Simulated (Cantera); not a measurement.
Input (Python, Cantera):

```python
import numpy as np
import cantera as ct

surf = ct.Interface("ptcombust.yaml", "Pt_surf")
gas = surf.adjacent["gas"]
gas.TPX = 300, 4200, {'CH4': 0.039, 'O2': 0.21, 'N2': 0.79}
jet = ct.ImpingingJet(gas=gas, width=0.02, surface=surf)
jet.inlet.mdot, jet.inlet.T, jet.inlet.X = 0.14, 300, {'CH4': 0.039, 'O2': 0.21, 'N2': 0.79}
jet.set_refine_criteria(ratio=10, slope=0.2, curve=0.3)
show, cover = ['CH4', 'O2', 'H2O', 'OH', 'CO', 'CO2'], ["PT(S)", "H(S)", "O(S)", "OH(S)", "CO(S)", "C(S)"]

rows = []
print(f"{'Ts/K':>7s}" + "".join(f"{s:>11s}" for s in show + cover) + "   (gas at the wall, coverages)")
for i, Ts in enumerate([950, 1000, 1050, 1100, 1150, 1200]):
    jet.surface.T = Ts
    if i == 0:
        surf.TP = Ts, 4200
        surf.coverages = "PT(S):0.5, O(S):0.5"
        surf.advance_coverages(1.0)
        jet.set_initial_guess(products="inlet")
    jet.solve(loglevel=0, auto=(i == 0))
    rows.append([*(jet.X[gas.species_index(s), -1] for s in show), *surf[cover].coverages])
    print(f"{Ts:7g}" + "".join(f"{x:11.3e}" for x in rows[-1]))
```

It prints:

```
   Ts/K        CH4         O2        H2O         OH         CO        CO2      PT(S)       H(S)       O(S)      OH(S)      CO(S)       C(S)   (gas at the wall, coverages)
    950  3.126e-02  1.886e-01  1.175e-02  8.413e-08  1.652e-05  7.698e-03  2.785e-01  8.499e-08  7.209e-01  5.500e-04  7.487e-06  3.590e-08
   1000  2.830e-02  1.823e-01  1.726e-02  2.515e-07  2.035e-05  1.133e-02  3.488e-01  1.966e-07  6.507e-01  5.884e-04  6.319e-06  3.956e-08
   1050  2.529e-02  1.758e-01  2.280e-02  6.593e-07  2.436e-05  1.500e-02  4.191e-01  3.983e-07  5.803e-01  5.919e-04  5.169e-06  4.120e-08
   1100  2.250e-02  1.699e-01  2.792e-02  1.536e-06  2.870e-05  1.839e-02  4.879e-01  7.305e-07  5.116e-01  5.692e-04  4.185e-06  4.156e-08
   1150  2.008e-02  1.648e-01  3.233e-02  3.246e-06  3.368e-05  2.132e-02  5.533e-01  1.237e-06  4.461e-01  5.296e-04  3.396e-06  4.121e-08
   1200  1.803e-02  1.605e-01  3.601e-02  6.311e-06  3.965e-05  2.376e-02  6.148e-01  1.972e-06  3.847e-01  4.810e-04  2.793e-06  4.072e-08
```

Cantera simulation using Deutschmann's 1995 Pt surface mechanism with GRI-Mech 3.0 gas chemistry; the numbers are that mechanism's predictions, not measurements. Catalytic surfaces can have several steady states; this one follows from the mechanism file's or the stated starting coverage.
